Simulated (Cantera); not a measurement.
An adiabatic, constant-volume homogeneous reactor starts with CO : H2 : CH4 : O2 : N2 = 1 : 0.98 : 0.042 : 3.36 : 12.6 (molar parts), at 1550 K and 10.0 bar. Integrator tolerance rtol = 1e-08.

Model: GRI-Mech 3.0 (53 species, 325 reactions), integrated in Cantera.

Q: What does this change do: pressure from 10.0 bar to 2.10 bar?

A: 
```
quantity                                                              before                                      after
---------------------------------  -----------------------------------------  -----------------------------------------
time of steepest temperature rise                                    2.19 µs                                    8.83 µs
temperature at 0.600 s                                                2503 K                                     2473 K
equilibrium temperature                                               2503 K                                     2473 K
x(CO) at 0.600 s                     0.00162 (gas-phase equilibrium 0.00162)    0.00295 (gas-phase equilibrium 0.00295)
x(H2) at 0.600 s                   0.000262 (gas-phase equilibrium 0.000262)  0.000485 (gas-phase equilibrium 0.000485)
x(CH4) at 0.600 s                      <1e-12 (gas-phase equilibrium <1e-12)      <1e-12 (gas-phase equilibrium <1e-12)
x(CO2) at 0.600 s                      0.0595 (gas-phase equilibrium 0.0595)      0.0581 (gas-phase equilibrium 0.0581)
x(C2H2) at 0.600 s                     <1e-12 (gas-phase equilibrium <1e-12)      <1e-12 (gas-phase equilibrium <1e-12)
x(CH2O) at 0.600 s                 2.60e-12 (gas-phase equilibrium 2.60e-12)  1.82e-12 (gas-phase equilibrium 1.82e-12)
```

Q: What does this change do: 1.1 parts H2O added?

A: 
```json
[
 {"quantity": "time of steepest temperature rise", "before": "2.19 µs", "after": "2.68 µs"},
 {"quantity": "temperature at 0.600 s", "before": "2503 K", "after": "2431 K"},
 {"quantity": "equilibrium temperature", "before": "2503 K", "after": "2431 K"},
 {"quantity": "x(CO) at 0.600 s", "before": "0.00162 (gas-phase equilibrium 0.00162)", "after": "0.00108 (gas-phase equilibrium 0.00108)"},
 {"quantity": "x(H2) at 0.600 s", "before": "0.000262 (gas-phase equilibrium 0.000262)", "after": "0.000372 (gas-phase equilibrium 0.000372)"},
 {"quantity": "x(CH4) at 0.600 s", "before": "<1e-12 (gas-phase equilibrium <1e-12)", "after": "<1e-12 (gas-phase equilibrium <1e-12)"},
 {"quantity": "x(CO2) at 0.600 s", "before": "0.0595 (gas-phase equilibrium 0.0595)", "after": "0.0564 (gas-phase equilibrium 0.0564)"},
 {"quantity": "x(C2H2) at 0.600 s", "before": "<1e-12 (gas-phase equilibrium <1e-12)", "after": "<1e-12 (gas-phase equilibrium <1e-12)"},
 {"quantity": "x(CH2O) at 0.600 s", "before": "2.60e-12 (gas-phase equilibrium 2.60e-12)", "after": "2.41e-12 (gas-phase equilibrium 2.41e-12)"}
]
```
